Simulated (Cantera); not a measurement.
Charge: 1 mol Fe₃O₄, 3.4 mol H₂, 0.054 mol H₂O, at 2200 K and 0.100 bar.

These are equilibrium values from Cantera (NASA tables, ideal gas, pure condensed phases), not measurements of a reactor. Candidate condensed phases: Fe, FeO, Fe(OH)₂, Fe(OH)₃, Fe₂O₃, Fe₃O₄, H₂O; 12 gas species. The tables' stoichiometric FeO is somewhat more stable than real wüstite, so its field is too wide. FeO: taken at fixed stoichiometry. The numbers say what is thermodynamically allowed, not how fast it happens.

Base state: H₂ 0.638, H₂O 0.320, Fe 0.0266, H 0.0142, OH 0.000996, FeO 0.000411, Fe(OH)₂ 0.000283, O 1.55e-5 (mole fractions); condensed: FeO(l).

Task: What changes in the equilibrium state with this change: temperature from 2200 K to 1125 K?

Result: 
```json
[
 {"species": "H₂", "before": "0.638", "after": "0.695"},
 {"species": "H₂O", "before": "0.320", "after": "0.305"},
 {"species": "H", "before": "0.0142", "after": "1.17e-7"},
 {"species": "Fe", "before": "0.0266", "after": "<1e-9"},
 {"species": "Fe(OH)₂", "before": "0.000283", "after": "3.85e-8"},
 {"species": "OH", "before": "0.000996", "after": "<1e-9"},
 {"species": "FeO", "before": "0.000411", "after": "<1e-9"},
 {"species": "O", "before": "1.55e-5", "after": "<1e-9"},
 {"species": "FeO(l), mol", "before": "2.90", "after": "0"},
 {"species": "FeO(s), mol", "before": "0", "after": "3.00"}
]
```

Task: What changes in the equilibrium state with this change: 0.11 mol CO₂ added?

Result: 
```tsv
species	before	after
H₂	0.638	0.595
H₂O	0.320	0.336
CO	0	0.0270
Fe	0.0266	0.0237
H	0.0142	0.0137
CO₂	0	0.00288
O	1.55e-5	1.74e-5
OH	0.000996	0.00108
Fe(OH)₂	0.000283	0.000297
FeO(l), mol	2.90	2.91
```
Further candidate phases: C, C₆H₆, C₇H₈, C₈H₁₈, Fe(CO)₅.

Task: What changes in the equilibrium state with this change: temperature from 2200 K to 1475 K?

Result: 
```json
[
 {"species": "H₂", "before": "0.638", "after": "0.695"},
 {"species": "H₂O", "before": "0.320", "after": "0.305"},
 {"species": "H", "before": "0.0142", "after": "3.42e-5"},
 {"species": "Fe", "before": "0.0266", "after": "8.12e-7"},
 {"species": "Fe(OH)₂", "before": "0.000283", "after": "3.72e-6"},
 {"species": "FeO", "before": "0.000411", "after": "1.27e-9"},
 {"species": "O", "before": "1.55e-5", "after": "<1e-9"},
 {"species": "OH", "before": "0.000996", "after": "3.93e-7"},
 {"species": "FeO(l), mol", "before": "2.90", "after": "0"},
 {"species": "FeO(s), mol", "before": "0", "after": "3.00"}
]
```
